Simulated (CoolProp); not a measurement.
A Linde-Hampson liquefier for normal hydrogen: isothermal reversible compression at 200 K from 1 atm to 30 MPa, throttling to 1 atm, return gas leaving the recuperator 2 K below the feed. Each further row changes one setting.

The numbers come from the reference Helmholtz-energy equation of state, Leachman 2009 in CoolProp.

| case | compression work (kJ/kg of gas) |
|---|---|
| as stated | 4890 |
| high pressure 60 MPa | 5680 |
| warm-end temperature 230 K | 5600 |
| warm-end gap 7 K | 4890 |
